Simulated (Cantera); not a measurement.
Feed: 1 mol MgSO4, 0.076 mol CO2, 3.4 mol H2, at 1350 K and 55.0 Pa.

Method: chemical equilibrium by Gibbs-energy minimisation in Cantera with the NASA 1993 tables (ideal gas, pure condensed phases). Candidate condensed phases: C, C6H6, C7H8, C8H18, H2O, H2SO4, Mg, MgCO3, MgO, Mg(OH)2, MgS, MgSO4, S; 130 gas species. Rates play no part.

Problem. What is the equilibrium state?

Solution. 
| Quantity | Result |
|---|---|
| x(H2O) | 0.610 |
| x(H2) | 0.210 |
| x(S2) | 0.0822 |
| x(SO2) | 0.0643 |
| x(H2S) | 0.0115 |
| x(CO2) | 0.0111 |
| x(CO) | 0.00749 |
| x(SO) | 0.00259 |
| x(SH) | 0.00110 |
| n(MgO(s)) | 1.00 mol |
| gas amount | 4.090 mol |
| log10 activity of S(l) (absent) | -3.21 |
| log10 activity of C(graphite) (absent) | -8.09 |
| log10 activity of Mg(l) (absent) | -11.29 |
